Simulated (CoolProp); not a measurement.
Vapour pressure (MPa) of nitrous oxide: the reference equation beside estimates from Tc = 309.5 K, pc = 7.245 MPa, ω = 0.161. Clausius-Clapeyron is anchored at 227.9 K with a constant enthalpy of vaporisation of 14.04 kJ/mol.

Computed with CoolProp (reference Helmholtz-energy equation of state, Lemmon 2006). It is a short technical equation, of lower accuracy than the large ones.

```json
[
 {"T (K)": "223.9", "reference": "0.6666", "Lee-Kesler": "0.6683", "Clausius-Clapeyron": "0.6797", "van der Waals": "1.714", "Redlich-Kwong": "0.8309"},
 {"T (K)": "227.9", "reference": "0.7759", "Lee-Kesler": "0.7779", "Clausius-Clapeyron": "0.7759", "van der Waals": "1.870", "Redlich-Kwong": "0.9570"},
 {"T (K)": "231.8", "reference": "0.8947", "Lee-Kesler": "0.8971", "Clausius-Clapeyron": "0.8789", "van der Waals": "2.032", "Redlich-Kwong": "1.093"},
 {"T (K)": "235.8", "reference": "1.030", "Lee-Kesler": "1.033", "Clausius-Clapeyron": "0.9945", "van der Waals": "2.206", "Redlich-Kwong": "1.245"},
 {"T (K)": "239.7", "reference": "1.176", "Lee-Kesler": "1.179", "Clausius-Clapeyron": "1.117", "van der Waals": "2.386", "Redlich-Kwong": "1.408"},
 {"T (K)": "243.7", "reference": "1.341", "Lee-Kesler": "1.344", "Clausius-Clapeyron": "1.254", "van der Waals": "2.579", "Redlich-Kwong": "1.589"},
 {"T (K)": "247.6", "reference": "1.517", "Lee-Kesler": "?", "Clausius-Clapeyron": "1.399", "van der Waals": "2.777", "Redlich-Kwong": "1.781"},
 {"T (K)": "251.6", "reference": "1.715", "Lee-Kesler": "1.718", "Clausius-Clapeyron": "1.559", "van der Waals": "2.989", "Redlich-Kwong": "1.994"},
 {"T (K)": "255.5", "reference": "1.926", "Lee-Kesler": "1.928", "Clausius-Clapeyron": "1.728", "van der Waals": "3.206", "Redlich-Kwong": "2.217"},
 {"T (K)": "259.5", "reference": "2.161", "Lee-Kesler": "2.162", "Clausius-Clapeyron": "1.913", "van der Waals": "3.438", "Redlich-Kwong": "2.464"},
 {"T (K)": "263.4", "reference": "2.410", "Lee-Kesler": "2.410", "Clausius-Clapeyron": "2.106", "van der Waals": "3.674", "Redlich-Kwong": "2.722"},
 {"T (K)": "267.4", "reference": "2.686", "Lee-Kesler": "2.685", "Clausius-Clapeyron": "2.318", "van der Waals": "3.926", "Redlich-Kwong": "?"},
 {"T (K)": "271.3", "reference": "2.977", "Lee-Kesler": "?", "Clausius-Clapeyron": "2.539", "van der Waals": "4.183", "Redlich-Kwong": "3.299"},
 {"T (K)": "275.3", "reference": "3.298", "Lee-Kesler": "3.295", "Clausius-Clapeyron": "2.779", "van der Waals": "4.456", "Redlich-Kwong": "3.620"}
]
```

Task: Some entries are withheld; supply them.

Result: 
- 247.6, Lee-Kesler: 1.520
- 267.4, Redlich-Kwong: 3.005
- 271.3, Lee-Kesler: 2.975

Absolute difference from the reference over all 14 rows, mean and median: Lee-Kesler 0.2 and 0.2 %, Clausius-Clapeyron 8.1 and 8.4 %, van der Waals 85.1 and 78.7 %, Redlich-Kwong 17.0 and 16.8 %.
